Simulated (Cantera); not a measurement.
An adiabatic, constant-volume homogeneous reactor starts with 5.38 % CH4, 1.02 % H2, 10.8 % O2, 82.8 % N2, equivalence ratio 1.0, at 1675 K and 7500 Torr.

Detailed kinetics in Cantera: GRI-Mech 3.0 (53 species, 325 reactions).

Q: Predict: time of steepest temperature rise; temperature at 0.400 s; equilibrium temperature; x(H2) at 0.400 s; x(O2) at 0.400 s; x(CO) at 0.400 s.

A: 
| Property | Result |
|---|---|
| time of steepest temperature rise | 43.9 µs |
| temperature at 0.400 s | 2828 K |
| equilibrium temperature | 2828 K |
| x(H2) at 0.400 s | 0.00884 (gas-phase equilibrium 0.00884) |
| x(O2) at 0.400 s | 0.00472 (gas-phase equilibrium 0.00472) |
| x(CO) at 0.400 s | 0.0200 (gas-phase equilibrium 0.0200) |
